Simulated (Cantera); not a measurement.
An isothermal, constant-pressure homogeneous reactor starts with NO : N2 = 1 : 0.44 (molar parts), at 2175 K and 20.0 Torr. Integrator tolerance rtol = 1e-08.

Detailed kinetics in Cantera: GRI-Mech 3.0 (53 species, 325 reactions). Radical loss at walls, strong at low pressure, is not modelled.

### Question
What does this change do: pressure from 20.0 Torr to 1.01 bar?

### Answer
```csv
quantity,before,after
x(NO) at 2.00 s,0.109 (gas-phase equilibrium 0.0137),0.0138 (gas-phase equilibrium 0.0138)
x(NO2) at 2.00 s,2.74e-5 (gas-phase equilibrium 3.71e-6),2.33e-5 (gas-phase equilibrium 2.32e-5)
x(O) at 2.00 s,0.00763 (gas-phase equilibrium 0.00821),0.00134 (gas-phase equilibrium 0.00134)
x(N2O) at 2.00 s,2.57e-6 (gas-phase equilibrium 1.12e-7),6.99e-7 (gas-phase equilibrium 6.98e-7)
x(N2) at 2.00 s,0.596 (gas-phase equilibrium 0.643),0.645 (gas-phase equilibrium 0.645)
```

### Question
What does this change do: NO 1 to 0.17 parts?

### Answer
```
quantity                                           before                                    after
----------------  ---------------------------------------  ---------------------------------------
x(NO) at 2.00 s      0.109 (gas-phase equilibrium 0.0137)   0.0998 (gas-phase equilibrium 0.00985)
x(NO2) at 2.00 s  2.74e-5 (gas-phase equilibrium 3.71e-6)  1.38e-5 (gas-phase equilibrium 1.68e-6)
x(O) at 2.00 s    0.00763 (gas-phase equilibrium 0.00821)  0.00422 (gas-phase equilibrium 0.00514)
x(N2O) at 2.00 s  2.57e-6 (gas-phase equilibrium 1.12e-7)  2.92e-6 (gas-phase equilibrium 9.32e-8)
x(N2) at 2.00 s       0.596 (gas-phase equilibrium 0.643)      0.809 (gas-phase equilibrium 0.854)
```
